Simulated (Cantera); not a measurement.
A Cantera script and what it prints.

```python
import numpy as np
import cantera as ct

gas_names = """
    CL CL2 H HCL H2 Si SiCL SiCL2 SiCL3 SiCL4 SiH SiHCL3 SiH2 SiH2CL2 SiH3 SiH3CL SiH4 Si2 Si3
""".split()
cond_names = """
    Si(cr) Si(L)
""".split()


def load(file, names, dense=False):
    # The tables refer to 1 bar. Condensed volumes are neglected.
    table = {s.name: s for s in ct.Species.list_from_file(file)}
    out = []
    for n in names:
        d = dict(table[n].input_data)
        d["thermo"] = dict(d["thermo"], **{"reference-pressure": 1e5})
        if dense:
            d["equation-of-state"] = {"model": "constant-volume", "density": "1e6 g/cm^3"}
        out.append(ct.Species.from_dict(d))
    return out


gas = ct.Solution(thermo="ideal-gas", species=load("nasa_gas.yaml", gas_names))
cond = {s.name: ct.Solution(thermo="fixed-stoichiometry", species=[s], name=s.name)
        for s in load("nasa_condensed.yaml", cond_names, dense=True)}
atoms = {
    'SiCl4': {'Si': 1, 'CL': 4},
    'H2': {'H': 2},
    'Cl2': {'CL': 2},
}
top_T = {}  # K; cautious upper limits of use, not melting points


def equilibrate(T, P, feed):
    n = {}
    for name, mol in feed.items():
        for a, k in atoms[name].items():
            n[a] = n.get(a, 0.0) + k * mol
    gas.TPX = T, P, n
    mass = sum(n.values()) * gas.mean_molecular_weight
    gas.equilibrate("TP")
    valid = [c for c in cond.values() if c.min_temp <= T <= top_T.get(c.name, c.max_temp)]
    mix = ct.Mixture([(gas, mass / gas.mean_molecular_weight)] + [(c, 0.0) for c in valid])
    mix.T, mix.P = T, P
    mix.equilibrate("TP", solver="vcs", rtol=1e-11, max_steps=5000)
    return mix


results = []
T = 1198.15  # K
P = 52000  # Pa
for m in [0.33, 0.5, 0.74, 1.1, 1.7, 2.5, 3.8]:
    feed = {'SiCl4': 1, 'H2': m, 'Cl2': 2}  # mol
    mix = equilibrate(T, P, feed)
    results.append((T, P, feed, dict(zip(mix.species_names, mix.species_moles))))
    x = sorted(zip(gas.X, gas.species_names), reverse=True)
    print(f"T = {T:g} K  P = {P:g} Pa  n(H2) = {m:g} mol  gas = {mix.phase_moles(0):.4g} mol")
    print("   x: " + "  ".join(f"{s} {v:.3e}" for v, s in x if v > 0.001))
    print("   condensed (mol): " + ("  ".join(f"{mix.phase(i).name} {mix.phase_moles(i):.4g}"
          for i in range(1, mix.n_phases) if mix.phase_moles(i) > 1e-12) or "none"))
```

Output:

```
T = 1198.15 K  P = 52000 Pa  n(H2) = 0.33 mol  gas = 3.338 mol
   x: CL2 4.981e-01  SiCL4 2.996e-01  HCL 1.977e-01  CL 4.537e-03
   condensed (mol): none
T = 1198.15 K  P = 52000 Pa  n(H2) = 0.5 mol  gas = 3.507 mol
   x: CL2 4.256e-01  HCL 2.851e-01  SiCL4 2.851e-01  CL 4.194e-03
   condensed (mol): none
T = 1198.15 K  P = 52000 Pa  n(H2) = 0.74 mol  gas = 3.747 mol
   x: HCL 3.950e-01  CL2 3.344e-01  SiCL4 2.669e-01  CL 3.717e-03
   condensed (mol): none
T = 1198.15 K  P = 52000 Pa  n(H2) = 1.1 mol  gas = 4.106 mol
   x: HCL 5.358e-01  SiCL4 2.435e-01  CL2 2.177e-01  CL 2.999e-03
   condensed (mol): none
T = 1198.15 K  P = 52000 Pa  n(H2) = 1.7 mol  gas = 4.704 mol
   x: HCL 7.228e-01  SiCL4 2.126e-01  CL2 6.297e-02  CL 1.613e-03
   condensed (mol): none
T = 1198.15 K  P = 52000 Pa  n(H2) = 2.5 mol  gas = 5.501 mol
   x: HCL 7.281e-01  SiCL4 1.808e-01  H2 9.008e-02
   condensed (mol): none
T = 1198.15 K  P = 52000 Pa  n(H2) = 3.8 mol  gas = 6.803 mol
   x: HCL 5.905e-01  H2 2.625e-01  SiCL4 1.446e-01  SiHCL3 1.730e-03
   condensed (mol): none
```

These are equilibrium values from Cantera (NASA tables, ideal gas, pure condensed phases), not measurements of a reactor. The tables' values for SiCl3 are old estimates; treat these amounts as uncertain.
